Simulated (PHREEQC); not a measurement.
Nickel, zinc or cadmium bath: an equilibrium model

Make-up at 67 °C: 0.22 mol/kgw NiSO4. Closed to the air; pH follows from the charge balance.

Equilibrium calculation in PHREEQC: ion-association model, wateq4f.dat.

This is a speciation only: nothing precipitates in the calculation.

**Question.** Estimate the pH.

**Answer.** pH 5.59.

**Question.** In which forms is Ni present?

**Answer.** NiSO4 55 %, Ni+2 45 % of the Ni.

Away from 25 °C the constants follow the database's enthalpies or fits; those with neither stay at their 25 °C values.
